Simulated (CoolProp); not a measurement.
Vapour-liquid equilibrium of R22 (1) + R123 (2) at 266.3 K; x and y are mole fractions of (1).

Computed with CoolProp (multi-fluid Helmholtz-energy mixture model, Kamei 1995 and Younglove 1994; pair parameters Bell 2016).

**Question.** Give the bubble pressure and the first vapour's composition at x = 0.05, 0.65, 0.95. Is there an azeotrope?

**Answer.** x = 0.05: 0.4066 bar, y = 0.442; x = 0.65: 2.660 bar, y = 0.964; x = 0.95: 3.762 bar, y = 0.996. No azeotrope shows between x = 0.05 and 0.95.

The pair parameters rest on a limited set of measurements; away from them the model extrapolates. The gap from Raoult's law changes sign with composition, which may be real or a fault of the pair parameters; it wasn't checked against measurements.
